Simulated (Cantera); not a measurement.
What does this Cantera script print?

```python
import numpy as np
import cantera as ct

gas_names = """
    C CH CH2 CH3 CH2OH CH3O CH4 CH3OH CO CO2 COOH C2 C2H CHCO,ketyl C2H2,acetylene C2H2,vinylidene
    CH2CO,ketene C2H3,vinyl CH3CO,acetyl C2H4 C2H4O,ethylen CH3CHO,ethanal CH3COOH (HCOOH)2 C2H5 C2H6
    CH3OCH3 C2H5OH C2O C3 C3H3,propargyl C3H4,allene C3H4,propyne C3H4,cyclo- C3H5,allyl C3H6,propylene
    C3H6,cyclo- C3H6O C3H7,n-propyl C3H7,i-propyl C3H8 C3H8O,1propanol C3H8O,2propanol C3O2 C4 C4H2
    C4H4,1,3-cyclo- C4H6,butadiene C4H6,2-butyne C4H6,cyclo- C4H8,1-butene C4H8,cis2-buten
    C4H8,tr2-butene C4H8,isobutene C4H8,cyclo- (CH3COOH)2 C4H9,n-butyl C4H9,i-butyl C4H9,s-butyl
    C4H9,t-butyl C4H10,isobutane C4H10,n-butane C5 C5H6,1,3cyclo- C5H8,cyclo- C5H10,1-pentene
    C5H10,cyclo- C5H11,pentyl C5H11,t-pentyl C5H12,n-pentane C5H12,i-pentane CH3C(CH3)2CH3 C6H2
    C6H5,phenyl C6H5O,phenoxy C6H6 C6H5OH,phenol C6H10,cyclo- C6H12,1-hexene C6H12,cyclo- C6H13,n-hexyl
    C7H7,benzyl C7H8 C7H8O,cresol C7H14,1-heptene C7H15,n-heptyl C7H16,n-heptane C8H8,styrene
    C8H10,ethylbenz C8H16,1-octene C8H17,n-octyl C8H18,isooctane C8H18,n-octane C9H19,n-nonyl
    C10H8,naphthale C10H21,n-decyl C12H9,o-bipheny C12H10,bipheny H HCO HO2 H2 HCHO,formaldehy HCOOH H2O
    H2O2 O OH O2 O3
""".split()
cond_names = """
    C(gr) C6H6(L) C7H8(L) C8H18(L),n-octa H2O(s) H2O(L)
""".split()


def load(file, names, dense=False):
    # The tables refer to 1 bar. Condensed volumes are neglected.
    table = {s.name: s for s in ct.Species.list_from_file(file)}
    out = []
    for n in names:
        d = dict(table[n].input_data)
        d["thermo"] = dict(d["thermo"], **{"reference-pressure": 1e5})
        if dense:
            d["equation-of-state"] = {"model": "constant-volume", "density": "1e6 g/cm^3"}
        out.append(ct.Species.from_dict(d))
    return out


gas = ct.Solution(thermo="ideal-gas", species=load("nasa_gas.yaml", gas_names))
cond = {s.name: ct.Solution(thermo="fixed-stoichiometry", species=[s], name=s.name)
        for s in load("nasa_condensed.yaml", cond_names, dense=True)}
atoms = {
    'CH4': {'C': 1, 'H': 4},
    'CO2': {'C': 1, 'O': 2},
}
top_T = {'C(gr)': 4500}  # K; cautious upper limits of use, not melting points


def equilibrate(T, P, feed):
    n = {}
    for name, mol in feed.items():
        for a, k in atoms[name].items():
            n[a] = n.get(a, 0.0) + k * mol
    gas.TPX = T, P, n
    mass = sum(n.values()) * gas.mean_molecular_weight
    gas.equilibrate("TP")
    valid = [c for c in cond.values() if c.min_temp <= T <= top_T.get(c.name, c.max_temp)]
    mix = ct.Mixture([(gas, mass / gas.mean_molecular_weight)] + [(c, 0.0) for c in valid])
    mix.T, mix.P = T, P
    mix.equilibrate("TP", solver="vcs", rtol=1e-11, max_steps=5000)
    return mix


results = []
feed = {'CH4': 1, 'CO2': 0.55}  # mol
P = 52000  # Pa
for T in [525, 625, 725, 825, 925, 1025, 1125, 1225, 1325, 1425]:
    mix = equilibrate(T, P, feed)
    results.append((T, P, feed, dict(zip(mix.species_names, mix.species_moles))))

top = {s: max(r[3][s] / sum(r[3][g] for g in gas_names) for r in results) for s in gas_names}
cols = sorted((s for s in top if top[s] > 1e-05), key=lambda s: -top[s])[:9]
seen = [c for c in cond_names if any(r[3].get(c, 0) > 1e-12 for r in results)]
print("log10 of partial pressures in bar; condensed amounts in mol")
print(f"{'T/K':>10s}" + "".join(f"{s[:9]:>10s}" for s in cols + seen))
for T, P, feed, n in results:
    ng = sum(n[g] for g in gas_names)
    print(f"{T:10.4g}" + "".join(f"{np.log10(max(n[s] / ng * P / 1e5, 1e-99)):10.3f}" for s in cols)
          + "".join(f"{n.get(c, 0):10.4g}" for c in seen))
```

It prints:

```
log10 of partial pressures in bar; condensed amounts in mol
       T/K        H2       H2O        CO       CH4       CO2     C(gr)
       525    -1.867    -0.546    -4.659    -0.739    -1.398    0.8789
       625    -1.233    -0.613    -3.221    -0.781    -1.284    0.8612
       725    -0.822    -0.729    -2.191    -0.934    -1.221    0.9079
       825    -0.596    -0.941    -1.445    -1.236    -1.237    0.9228
       925    -0.508    -1.312    -0.976    -1.661    -1.474    0.7501
      1025    -0.487    -1.851    -0.787    -2.108    -2.038    0.5369
      1125    -0.480    -2.416    -0.745    -2.500    -2.722     0.465
      1225    -0.477    -2.920    -0.736    -2.836    -3.346    0.4511
      1325    -0.476    -3.353    -0.735    -3.125    -3.882    0.4489
      1425    -0.475    -3.727    -0.734    -3.374    -4.343    0.4489
```

Cantera equilibrium calculation (NASA polynomials, part measured and part estimated; ideal gas, pure solids and liquids).
